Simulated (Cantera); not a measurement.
A Cantera script and its output.

```python
import numpy as np
import cantera as ct

surf = ct.Interface("diamond.yaml", "diamond_100")
gas, bulk = surf.adjacent["gas"], surf.adjacent["diamond"]
k = surf.kinetics_species_index(bulk.species_names[0])
cover = ["c6HH", "c6H*", "c6*H", "c6**", "c6HM", "c6B"]

rows, drift = [], 0.0
print(f"{'xH':>10s}{'um/h':>11s}" + "".join(f"{s:>11s}" for s in cover))
for v in [0.0001, 0.00022, 0.0005, 0.0011, 0.0025, 0.0057, 0.013, 0.028, 0.064]:
    T, P, xH, xCH3 = 1250, 2400, v, 0.00015
    gas.TPX = T, P, {"H": xH, "CH3": xCH3, "CH4": 0.0084, "H2": 1 - xH - xCH3 - 0.0084}
    surf.TP = bulk.TP = T, P
    surf.coverages = "c6H*:0.1, c6HH:0.9"
    surf.advance_coverages(100.0)
    before = surf.coverages
    surf.advance_coverages(100.0)
    drift = max(drift, np.max(np.abs(surf.coverages - before) / (surf.coverages + 1e-9)))
    rate = surf.net_production_rates[k] * bulk.mean_molecular_weight / bulk.density * 3.6e9
    rows.append([rate, *surf[cover].coverages])
    print(f"{v:10.4g}{rate:11.4e}" + "".join(f"{x:11.3e}" for x in rows[-1][1:]))
```

Output:

```
        xH       um/h       c6HH       c6H*       c6*H       c6**       c6HM        c6B
    0.0001 2.6282e-02  6.367e-01  2.821e-02  3.288e-01  4.528e-03  2.010e-04  7.132e-11
   0.00022 8.0792e-02  5.401e-01  3.535e-02  4.119e-01  1.016e-02  2.739e-04  2.192e-10
    0.0005 1.8133e-01  4.741e-01  3.992e-02  4.652e-01  1.839e-02  3.473e-04  4.920e-10
    0.0011 3.0527e-01  4.387e-01  4.212e-02  4.909e-01  2.631e-02  4.044e-04  8.284e-10
    0.0025 4.5761e-01  4.200e-01  4.317e-02  5.029e-01  3.238e-02  4.384e-04  1.242e-09
    0.0057 6.7599e-01  4.112e-01  4.363e-02  5.081e-01  3.591e-02  4.419e-04  1.834e-09
     0.013 1.0479e+00  4.072e-01  4.386e-02  5.103e-01  3.770e-02  4.117e-04  2.843e-09
     0.028 1.6088e+00  4.056e-01  4.402e-02  5.112e-01  3.852e-02  3.504e-04  4.365e-09
     0.064 2.4217e+00  4.048e-01  4.425e-02  5.115e-01  3.898e-02  2.554e-04  6.571e-09
```

Model: the Harris–Goodwin 1993 mechanism for the reconstructed diamond (100) surface, integrated in Cantera.
